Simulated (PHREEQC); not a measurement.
Consider water at 11 °C with 0.0097 mol CuSO4 and 0.0001 mol Na2SO4 per kg of water. Closed to the air; pH follows from the charge balance.

Equilibrium calculation in PHREEQC: ion-association model, wateq4f.dat.

No solid was allowed to form.

Question: Estimate the pH, ionic strength.

Answer: pH 5.03; ionic strength 0.0281 mol/kgw.

Question: In which forms is Na present?

Answer: Na+ 98 %, NaSO4- 1.7 % of the Na.

Species that the database lacks are ignored. Constants without temperature data keep their 25 °C values here.
